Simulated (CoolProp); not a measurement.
Vapour-liquid equilibrium of propylene (1) + 1-butene (2) at -52.35 °C; x and y are mole fractions of (1).

Model: multi-fluid Helmholtz-energy mixture model, Lemmon 2013 and Lemmon 2005; pair parameters Bell 2016, in CoolProp.

| x | bubble pressure, mixture model (bar) | bubble pressure, Raoult's law (bar) | y, mixture model | y, Raoult's law |
|---|---|---|---|---|
| 0.05 | 0.1435 | 0.1435 | 0.281 | 0.283 |
| 0.2 | 0.2489 | 0.2491 | 0.648 | 0.653 |
| 0.35 | 0.3540 | 0.3548 | 0.797 | 0.802 |
| 0.5 | 0.4590 | 0.4605 | 0.878 | 0.883 |
| 0.65 | 0.5643 | 0.5662 | 0.930 | 0.933 |
| 0.8 | 0.6701 | 0.6719 | 0.966 | 0.968 |
| 0.95 | 0.7769 | 0.7776 | 0.993 | 0.993 |

The largest gap from Raoult's law is -0.3 % in bubble pressure, at x = 0.65. No azeotrope shows between x = 0.05 and 0.95.

The pair parameters rest on a limited set of measurements; away from them the model extrapolates.
